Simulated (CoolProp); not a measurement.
Normal hydrogen at 293.15 K and 0.265 MPa flows at 0.084 m/s in a round tube of 100 mm bore and 0.25 µm roughness, fully developed (64/Re and Nu = 3.66 if laminar; Colebrook and Gnielinski if turbulent). Each further row changes one setting.

Model: reference Helmholtz-energy equation of state, Leachman 2009, in CoolProp.

```tsv
case	Reynolds number	Darcy friction factor	pressure drop (Pa/m)	heat-transfer coefficient (W/(m² K))	mass flow (kg/h)
as stated	…	0.306	0.00236	6.72	…
velocity 0.168 m/s	418	0.153	0.00473	6.72	…
diameter 200 mm	418	0.153	0.000591	3.36	2.08
```

Q: What belongs in the gaps?

A: 
- as stated, Reynolds number: 209
- as stated, mass flow (kg/h): 0.520
- velocity 0.168 m/s, mass flow (kg/h): 1.04

Viscosity comes from a separate model (Muzny 2013). Thermal conductivity comes from a separate model (Assael 2011).
